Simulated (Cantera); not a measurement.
A freely propagating, adiabatic, planar premixed flame of H2 : O2 : N2 = 1 : 0.515 : 1.94 (molar parts), equivalence ratio 0.97, unburnt at 600 K and 2.66 atm; mixture-averaged transport, grid criteria slope 0.08 and curve 0.16, no radiation.

Model: the H2/O2 subset of GRI-Mech 3.0, which has no nitrogen chemistry, integrated in Cantera. The hydrogen kinetics of GRI-Mech 3.0 are dated; newer H2 mechanisms differ, most at raised pressure. Burning velocities carry a grid error of a few per cent, more on coarse grids.

What does this change do: 0.072 parts H2O added?


```csv
quantity,before,after
laminar burning velocity,725 cm/s,687 cm/s
thermal thickness,0.130 mm,0.127 mm
peak x(OH),0.0188,0.0180
peak x(O),0.0114,0.0102
peak x(H2O2),4.19e-5,4.69e-5
```

What does this change do: N2 1.94 to 1.5 parts?


| quantity | before | after |
|---|---|---|
| laminar burning velocity | 725 cm/s | 927 cm/s |
| thermal thickness | 0.130 mm | 0.120 mm |
| peak x(OH) | 0.0188 | 0.0264 |
| peak x(O) | 0.0114 | 0.0155 |
| peak x(H2O2) | 4.19e-5 | 4.39e-5 |
